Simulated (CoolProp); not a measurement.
Vapour pressure (MPa) of chlorine: the reference equation beside estimates from Tc = 143.7 °C, pc = 7.642 MPa, ω = 0.070. Clausius-Clapeyron is anchored at 6.55 °C with a constant enthalpy of vaporisation of 18.55 kJ/mol.

Model: reference Helmholtz-energy equation of state, Thol 2021, in CoolProp.

```json
[
 {"T (°C)": "6.55", "reference": "0.4538", "Clausius-Clapeyron": "0.4538", "van der Waals": "1.230", "Redlich-Kwong": "0.4625", "Soave-Redlich-Kwong": "0.4550"},
 {"T (°C)": "10.45", "reference": "0.5115", "Clausius-Clapeyron": "0.5064", "van der Waals": "1.322", "Redlich-Kwong": "0.5228", "Soave-Redlich-Kwong": "0.5123"},
 {"T (°C)": "14.35", "reference": "0.5745", "Clausius-Clapeyron": "0.5635", "van der Waals": "1.419", "Redlich-Kwong": "0.5887", "Soave-Redlich-Kwong": "0.5748"},
 {"T (°C)": "18.25", "reference": "0.6430", "Clausius-Clapeyron": "0.6251", "van der Waals": "___", "Redlich-Kwong": "___", "Soave-Redlich-Kwong": "0.6429"},
 {"T (°C)": "22.05", "reference": "0.7155", "Clausius-Clapeyron": "___", "van der Waals": "1.625", "Redlich-Kwong": "0.7362", "Soave-Redlich-Kwong": "0.7148"},
 {"T (°C)": "25.95", "reference": "0.7959", "Clausius-Clapeyron": "0.7613", "van der Waals": "1.736", "Redlich-Kwong": "0.8203", "Soave-Redlich-Kwong": "0.7947"},
 {"T (°C)": "29.85", "reference": "0.8828", "Clausius-Clapeyron": "___", "van der Waals": "1.851", "Redlich-Kwong": "0.9109", "Soave-Redlich-Kwong": "0.8809"},
 {"T (°C)": "33.75", "reference": "0.9765", "Clausius-Clapeyron": "0.9202", "van der Waals": "1.972", "Redlich-Kwong": "1.009", "Soave-Redlich-Kwong": "0.9739"},
 {"T (°C)": "37.55", "reference": "1.074", "Clausius-Clapeyron": "1.006", "van der Waals": "2.094", "Redlich-Kwong": "1.111", "Soave-Redlich-Kwong": "1.071"},
 {"T (°C)": "41.45", "reference": "1.182", "Clausius-Clapeyron": "1.099", "van der Waals": "2.225", "Redlich-Kwong": "1.223", "Soave-Redlich-Kwong": "1.178"},
 {"T (°C)": "45.35", "reference": "1.298", "Clausius-Clapeyron": "1.199", "van der Waals": "2.360", "Redlich-Kwong": "1.342", "Soave-Redlich-Kwong": "1.293"},
 {"T (°C)": "49.25", "reference": "1.421", "Clausius-Clapeyron": "1.305", "van der Waals": "2.501", "Redlich-Kwong": "1.470", "Soave-Redlich-Kwong": "1.416"},
 {"T (°C)": "53.15", "reference": "1.553", "Clausius-Clapeyron": "1.418", "van der Waals": "2.647", "Redlich-Kwong": "1.606", "Soave-Redlich-Kwong": "1.547"},
 {"T (°C)": "56.95", "reference": "1.689", "Clausius-Clapeyron": "1.534", "van der Waals": "2.794", "Redlich-Kwong": "___", "Soave-Redlich-Kwong": "1.682"}
]
```

Problem. What belongs in the gaps?

Solution. 
- 18.25, van der Waals: 1.521
- 18.25, Redlich-Kwong: 0.6604
- 22.05, Clausius-Clapeyron: 0.6899
- 29.85, Clausius-Clapeyron: 0.8380
- 56.95, Redlich-Kwong: 1.747

Absolute difference from the reference over all 14 rows, mean and median: Clausius-Clapeyron 5.1 and 5.4 %, van der Waals 110.5 and 105.8 %, Redlich-Kwong 3.0 and 3.3 %, Soave-Redlich-Kwong 0.2 and 0.3 %.
